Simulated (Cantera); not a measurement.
Feed: 1 mol Fe(CO)5, 11 mol N2, 0.047 mol O2, at 0.000390 bar.

These are equilibrium values from Cantera (NASA tables, ideal gas, pure condensed phases), not measurements of a reactor. Candidate condensed phases: C, Fe, Fe(CO)5, FeO, Fe2O3, Fe3O4; 27 gas species. The numbers say what is thermodynamically allowed, not how fast it happens. All values below are at 825 °C.

Base state: N2 0.688, CO 0.307, CO2 0.00588 (mole fractions); condensed: Fe(α).

Q: What changes in the equilibrium state with this change: O2 from 0.047 to 0.38 mol?

A: 
| species | before | after |
|---|---|---|
| N2 | 0.688 | 0.688 |
| CO | 0.307 | 0.265 |
| CO2 | 0.00588 | 0.0475 |
| Fe(α), mol | 1.00 | 1.00 |
